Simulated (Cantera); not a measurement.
Charge: 1 mol C₂H₆, 0.018 mol O₂, 11 mol H₂, at 0.590 bar.

These are equilibrium values from Cantera (NASA tables, ideal gas, pure condensed phases), not measurements of a reactor. Candidate condensed phases: C, C₆H₆, C₇H₈, C₈H₁₈, H₂O; 110 gas species. The numbers say what is thermodynamically allowed, not how fast it happens.

x: gas mole fraction; n: condensed amount in mol.

```csv
T (K),x H₂,x H,x C₂H₂ (acetylene),x CO,x C₂H,x C₄H₂,x CH₄,n C(graphite)
2325,0.978,0.0142,0.00478,0.00255,3.33e-6,9.59e-6,0.000115,1.83
2375,0.973,0.0181,0.00604,0.00254,6.10e-6,1.54e-5,0.000104,1.79
2425,0.967,0.0229,0.00755,0.00254,1.09e-5,2.43e-5,9.38e-5,1.75
2475,0.959,0.0287,0.00933,0.00253,1.90e-5,3.74e-5,8.48e-5,1.69
2525,0.950,0.0356,0.0114,0.00252,3.23e-5,5.66e-5,7.68e-5,1.63
2575,0.940,0.0437,0.0138,0.00251,5.38e-5,8.41e-5,6.95e-5,1.56
2625,0.927,0.0532,0.0166,0.00250,8.78e-5,0.000123,6.29e-5,1.47
2675,0.913,0.0643,0.0197,0.00248,0.000140,0.000176,5.68e-5,1.38
2725,0.897,0.0769,0.0231,0.00247,0.000220,0.000248,5.12e-5,…
2775,0.878,0.0914,0.0269,0.00245,0.000339,0.000344,4.60e-5,…
2825,0.858,0.108,0.0311,0.00243,0.000513,0.000469,4.12e-5,…
```

Task: Some entries are withheld; supply them.

Result: 
- 2725, n C(graphite): 1.26
- 2775, n C(graphite): 1.13
- 2825, n C(graphite): 0.989
